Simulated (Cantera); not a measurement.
A perfectly stirred reactor is fed with CH₄ : N₂ = 1 : 180 (molar parts), at 1.00 bar; it is held at 1825 K, and followed from long to short residence time.

Detailed kinetics in Cantera: GRI-Mech 3.0 (53 species, 325 reactions). GRI-Mech 3.0 stops at C3 and has no aromatics, soot or wall deposition, so with more carbon than oxygen in the feed, carbon stays in small species such as C2H2 where larger ones or solid carbon would form.

Predict: x(CH₄) at τ = 3.80 s; x(CH₃) at τ = 3.80 s; x(H) at τ = 3.80 s; x(C₂H) at τ = 3.80 s; x(C₂H₂) at τ = 3.80 s; x(CH₄) at τ = 30.0 ms; x(CH₃) at τ = 30.0 ms; x(H) at τ = 30.0 ms; x(C₂H) at τ = 30.0 ms; x(C₂H₂) at τ = 30.0 ms.


| Quantity | Value |
|---|---|
| x(CH₄) at τ = 3.80 s | 9.77e-5 |
| x(CH₃) at τ = 3.80 s | 9.40e-6 |
| x(H) at τ = 3.80 s | 3.89e-5 |
| x(C₂H) at τ = 3.80 s | 1.17e-7 |
| x(C₂H₂) at τ = 3.80 s | 0.00250 |
| x(CH₄) at τ = 30.0 ms | 0.00117 |
| x(CH₃) at τ = 30.0 ms | 0.000101 |
| x(H) at τ = 30.0 ms | 2.96e-5 |
| x(C₂H) at τ = 30.0 ms | 9.38e-8 |
| x(C₂H₂) at τ = 30.0 ms | 0.00207 |
